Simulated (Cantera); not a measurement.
A Cantera script and what it prints.

```python
import numpy as np
import cantera as ct

gas_names = [...]  # 113 gases of nasa_gas.yaml made of C, H, O, Ti
cond_names = """
    C(gr) C6H6(L) C7H8(L) C8H18(L),n-octa H2O(s) H2O(L) Ti(a) Ti(b) Ti(L) TiC(s) TiC(L) TiO(a) TiO(b)
    TiO(L) TiO2(ru) TiO2(L) Ti2O3(a) Ti2O3(b) Ti2O3(L) Ti3O5(a) Ti3O5(b) Ti3O5(L) Ti4O7(s) Ti4O7(L)
""".split()


# ... load() reads the species with a 1 bar reference pressure and builds the phases ...
atoms = {
    'Ti(OiPr)4': {'Ti': 1, 'C': 12, 'H': 28, 'O': 4},
    'CH4': {'C': 1, 'H': 4},
    'H2': {'H': 2},
}
top_T = {'C(gr)': 4500}  # K; cautious upper limits of use, not melting points


# ... equilibrate(T, P, feed) seeds the gas with the atoms and calls Mixture.equilibrate('TP', solver="vcs", rtol=1e-11, max_steps=5000) ...
results = []
feed = {'Ti(OiPr)4': 1, 'CH4': 3.2, 'H2': 2.8}  # mol
P = 133.322  # Pa
for T in [1000, 1150, 1300, 1450, 1600, 1750, 1900, 2050, 2200]:
    mix = equilibrate(T, P, feed)
    results.append((T, P, feed, dict(zip(mix.species_names, mix.species_moles))))
    x = sorted(zip(gas.X, gas.species_names), reverse=True)
    print(f"T = {T:g} K  P = {P:g} Pa  gas = {mix.phase_moles(0):.4g} mol")
    print("   x: " + "  ".join(f"{s} {v:.3e}" for v, s in x if v > 0.001))
    print("   condensed (mol): " + ("  ".join(f"{mix.phase(i).name} {mix.phase_moles(i):.4g}"
          for i in range(1, mix.n_phases) if mix.phase_moles(i) > 1e-12) or "none"))
```

Output:

```
T = 1000 K  P = 133.322 Pa  gas = 25.45 mol
   x: H2 9.115e-01  CO 8.837e-02
   condensed (mol): C(gr) 12.95  Ti4O7(s) 0.25
T = 1150 K  P = 133.322 Pa  gas = 27.2 mol
   x: H2 8.529e-01  CO 1.471e-01
   condensed (mol): C(gr) 10.2  TiC(s) 1
T = 1300 K  P = 133.322 Pa  gas = 27.2 mol
   x: H2 8.529e-01  CO 1.471e-01
   condensed (mol): C(gr) 10.2  TiC(s) 1
T = 1450 K  P = 133.322 Pa  gas = 27.2 mol
   x: H2 8.527e-01  CO 1.470e-01
   condensed (mol): C(gr) 10.2  TiC(s) 1
T = 1600 K  P = 133.322 Pa  gas = 27.22 mol
   x: H2 8.516e-01  CO 1.470e-01  H 1.374e-03
   condensed (mol): C(gr) 10.2  TiC(s) 1
T = 1750 K  P = 133.322 Pa  gas = 27.28 mol
   x: H2 8.474e-01  CO 1.466e-01  H 5.864e-03
   condensed (mol): C(gr) 10.19  TiC(s) 1
T = 1900 K  P = 133.322 Pa  gas = 27.47 mol
   x: H2 8.342e-01  CO 1.456e-01  H 1.985e-02
   condensed (mol): C(gr) 10.18  TiC(s) 1
T = 2050 K  P = 133.322 Pa  gas = 27.98 mol
   x: H2 8.006e-01  CO 1.430e-01  H 5.559e-02
   condensed (mol): C(gr) 10.15  TiC(s) 1
T = 2200 K  P = 133.322 Pa  gas = 29.12 mol
   x: H2 7.290e-01  CO 1.374e-01  H 1.317e-01  C2H2,acetylene 1.868e-03
   condensed (mol): C(gr) 10.09  TiC(s) 0.9994
```

These are equilibrium values from Cantera (NASA tables, ideal gas, pure condensed phases), not measurements of a reactor. The feed counts by its element totals alone. TiC: taken at fixed stoichiometry. Condensed phases not in the tables: Magnéli phases beyond Ti4O7.
